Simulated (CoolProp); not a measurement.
Vapour-liquid equilibrium of ethylene (1) + propylene (2) at 0.667 MPa; x and y are mole fractions of (1).

Computed with CoolProp (multi-fluid Helmholtz-energy mixture model, Smukala 2000 and Lemmon 2013; pair parameters Bell 2016).

Question: Give the bubble temperature and the first vapour's composition at x = 0.05, 0.5, 0.575. Is there an azeotrope?

Answer: x = 0.05: 270.0 K, y = 0.218; x = 0.5: 228.3 K, y = 0.894; x = 0.575: 224.5 K, y = 0.922. No azeotrope shows between x = 0.05 and 0.95.

Pair parameters are fitted to limited data, so mixtures are less certain than the pure fluids.
